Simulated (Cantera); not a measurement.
An adiabatic, constant-volume homogeneous reactor starts with CH₄ : C₂H₆ : C₃H₈ : O₂ : N₂ : H₂O = 1 : 0.047 : 1.5 : 6.44 : 70.9 : 23 (molar parts), at 1323 K and 0.580 bar.

Cantera simulation using GRI-Mech 3.0 (53 species, 325 reactions); the numbers are that mechanism's predictions, not measurements. GRI-Mech 3.0 was tuned for natural gas; its chemistry of propane as a main component is partial and can be far from experiment.

**Question.** Predict: time of steepest temperature rise; temperature at 0.100 s; equilibrium temperature; x(CO) at 0.100 s; x(CO₂) at 0.100 s.

**Answer.** 
| Property | Value |
|---|---|
| time of steepest temperature rise | 2.68 ms |
| temperature at 0.100 s | 2014 K |
| equilibrium temperature | 2014 K |
| x(CO) at 0.100 s | 0.0215 (gas-phase equilibrium 0.0215) |
| x(CO₂) at 0.100 s | 0.0304 (gas-phase equilibrium 0.0304) |
